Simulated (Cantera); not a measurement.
Input: 1 mol SiC, 1.8 mol H₂O, 8.3 mol H₂, a varied amount of O₂, at 1648.15 K and 0.0160 bar.

Equilibrium computed with Cantera from the NASA thermochemical tables; the gas is ideal and each condensed phase is pure. Candidate condensed phases: C, C₆H₆, C₇H₈, C₈H₁₈, H₂O, Si, SiC, SiO₂; 123 gas species. The tables hold silica as quartz up to 1696 K and as liquid above; real silica turns to tridymite and cristobalite and melts near 1996 K. Equilibrium is a limit: real reactors are often held back by kinetics, nucleation or transport.

**Question.** At 0.15 mol O₂, list the 4 most abundant gas species with their mole fractions, and the condensed phases.

**Answer.** H₂ 0.841, CO 0.0833, SiO 0.0750, H 0.000647. Condensed: SiO₂(β-quartz).
